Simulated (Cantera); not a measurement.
Charge: 1 mol MgCO3, 2.3 mol SO3, 0.064 mol H2O, equilibrated at 948 K and 12.0 bar.

Method: chemical equilibrium by Gibbs-energy minimisation in Cantera with the NASA 1993 tables (ideal gas, pure condensed phases). Candidate condensed phases: C, C6H6, C7H8, C8H18, H2O, H2SO4, Mg, MgCO3, MgO, Mg(OH)2, MgS, MgSO4, S; 130 gas species. Rates play no part.

Base state: CO2 0.396, SO3 0.386, SO2 0.128, O2 0.0640, H2O 0.0245, H2SO4 0.000881 (mole fractions); condensed: MgSO4(s).

### Question
What changes in the equilibrium state with this change: pressure from 12.0 bar to 31.0 mbar?

### Answer
| species | before | after |
|---|---|---|
| SO2 | 0.128 | 0.359 |
| CO2 | 0.396 | 0.347 |
| O2 | 0.0640 | 0.180 |
| SO3 | 0.386 | 0.0922 |
| H2O | 0.0245 | 0.0222 |
| H2SO4 | 0.000881 | 4.93e-7 |
| MgSO4(s), mol | 1.00 | 1.00 |
